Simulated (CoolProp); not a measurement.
Vapour-liquid equilibrium of methanol (1) + benzene (2) at 388 K; x and y are mole fractions of (1).

Model: multi-fluid Helmholtz-energy mixture model, de Reuck 1993 and Thol 2012; pair parameters Bell 2016, in CoolProp.

```
x     bubble pressure, mixture model (bar)  bubble pressure, Raoult's law (bar)  y, mixture model  y, Raoult's law
----  ------------------------------------  -----------------------------------  ----------------  ---------------
0.05                                   ___                                2.791               ___            0.099
0.2                                    ___                                3.224             0.501            0.343
0.35                                   ___                                3.657             0.579            0.530
0.5                                  5.754                                4.090             0.629            0.677
0.65                                   ___                                4.524               ___            0.795
0.8                                    ___                                4.957             0.780            0.893
0.95                                 5.670                                5.390               ___            0.975
```

Fill in the missing entries.


- 0.05, bubble pressure, mixture model (bar): 3.557
- 0.05, y, mixture model: 0.257
- 0.2, bubble pressure, mixture model (bar): 4.963
- 0.35, bubble pressure, mixture model (bar): 5.502
- 0.65, bubble pressure, mixture model (bar): 5.894
- 0.65, y, mixture model: 0.688
- 0.8, bubble pressure, mixture model (bar): 5.898
- 0.95, y, mixture model: 0.931

The largest gap from Raoult's law is +53.9 % in bubble pressure, at x = 0.2. y crosses x between x = 0.65 and 0.8: the model has an azeotrope there.

The pair parameters rest on a limited set of measurements; away from them the model extrapolates. With so large a gap from Raoult's law the liquid may split in two, which this calculation doesn't test in full.
